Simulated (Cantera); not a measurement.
Input: 1 mol MgO, 1.9 mol Cl2, a varied amount of H2, held at 1425 K and 101000 Pa.

Equilibrium computed with Cantera from the NASA thermochemical tables; the gas is ideal and each condensed phase is pure. Candidate condensed phases: H2O, Mg, MgCl2, MgO, Mg(OH)2; 22 gas species. Rates play no part.

Problem. At 1.6 mol H2, list the 6 most abundant gas species with their mole fractions, and the condensed phases.

Solution. HCl 0.825, Cl2 0.0641, MgCl2 0.0550, H2O 0.0387, Cl 0.00864, O2 0.00811. Condensed: MgO(s).
